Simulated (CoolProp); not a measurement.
Aqueous ammonia as a coolant, at 2 °C, 1 atm.

Model: Melinder's fits for secondary coolants, in CoolProp.

```csv
mass %,freezing point (°C),cp (kJ/(kg K)),viscosity (mPa s),conductivity (W/(m K)),density (kg/m³)
3.2,-3.8,4.210,1.80,0.540,987.0
5.6,-6.9,4.210,1.81,0.526,…
8.1,…,4.213,1.83,0.511,968.7
10.6,-14.6,4.216,1.88,0.497,960.1
13.1,-19.3,4.219,1.94,0.482,951.9
15.6,-24.6,4.222,2.02,0.469,944.0
18.1,-30.9,4.226,2.08,…,936.4
20.6,-38.4,4.230,2.12,0.445,929.1
23,…,4.234,2.12,0.437,922.2
```

Problem. Complete the blanks.

Solution. 
- 5.6, density (kg/m³): 977.8
- 8.1, freezing point (°C): -10.5
- 18.1, conductivity (W/(m K)): 0.456
- 23, freezing point (°C): -47.0
